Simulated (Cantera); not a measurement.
Feed: 1 mol Ti, 1.1 mol O2, 1.6 mol H2, held at 2150 K and 33.0 Pa.

These are equilibrium values from Cantera (NASA tables, ideal gas, pure condensed phases), not measurements of a reactor. Candidate condensed phases: H2O, Ti, TiO, TiO2, Ti2O3, Ti3O5, Ti4O7; 12 gas species. Condensed phases not in the tables: Magnéli phases beyond Ti4O7. Rates play no part.

Base state: H2 0.568, H2O 0.239, H 0.175, OH 0.00953, TiO2 0.00571, O 0.00207, O2 0.000370, TiO 0.000288 (mole fractions); condensed: Ti4O7(l).

**Question.** What changes in the equilibrium state with this change: temperature from 2150 K to 1850 K?

**Answer.** 
```tsv
species	before	after
H2	0.568	0.849
H2O	0.239	0.123
H	0.175	0.0273
TiO2	0.00571	3.37e-5
O2	0.000370	4.56e-7
O	0.00207	7.17e-6
TiO	0.000288	1.85e-6
Ti4O7(l), mol	0.247	0
TiO2(rutile), mol	0	1.000
```

**Question.** What changes in the equilibrium state with this change: O2 from 1.1 to 0.48 mol?

**Answer.** 
| species | before | after |
|---|---|---|
| H2 | 0.568 | 0.758 |
| H | 0.175 | 0.202 |
| Ti | 2.95e-8 | 0.0215 |
| H2O | 0.239 | 2.83e-5 |
| TiO | 0.000288 | 0.0186 |
| O2 | 0.000370 | <1e-9 |
| O | 0.00207 | 1.83e-7 |
| Ti4O7(l), mol | 0.247 | 0 |
| TiO(l), mol | 0 | 0.925 |
TiO: taken at fixed stoichiometry.

**Question.** What changes in the equilibrium state with this change: temperature from 2150 K to 1650 K?

**Answer.** 
```
species              before    after
-----------------  --------  -------
H2                    0.568    0.871
H2O                   0.239    0.125
H                     0.175  0.00467
TiO2                0.00571  2.70e-7
TiO                0.000288  6.38e-9
O2                 0.000370  8.56e-9
O                   0.00207  1.32e-7
OH                  0.00953  3.02e-5
Ti4O7(l), mol         0.247        0
TiO2(rutile), mol         0     1.00
```
